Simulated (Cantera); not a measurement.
Feed: 1 mol CO, 0.099 mol O2, a varied amount of N2, equilibrated at 773.15 K and 1130 Torr.

Method: chemical equilibrium by Gibbs-energy minimisation in Cantera with the NASA 1993 tables (ideal gas, pure condensed phases). Candidate condensed phases: C; 24 gas species. Kinetics and transport are ignored.

x: gas mole fraction; n: condensed amount in mol.

```
n(N2) (mol)   x N2   x CO2     x CO  n C(graphite)
-----------  -----  ------  -------  -------------
0.53         0.461   0.502   0.0371          0.380
0.85         0.577   0.390   0.0327          0.377
1.4              ?       ?        ?          0.373
2.2          0.777   0.200   0.0234          0.368
3.5          0.846   0.135   0.0193          0.361
5.6          0.896       ?        ?          0.352
9            0.932  0.0558   0.0124          0.341
14           0.954  0.0359  0.00992          0.328
23           0.971  0.0214  0.00767          0.310
37           0.981  0.0129  0.00595          0.289
```

Question: Some entries are withheld; supply them.

Answer: 
- 5.6, x CO2: 0.0881
- 5.6, x CO: 0.0155
- 1.4, x N2: 0.691
- 1.4, x CO2: 0.282
- 1.4, x CO: 0.0278
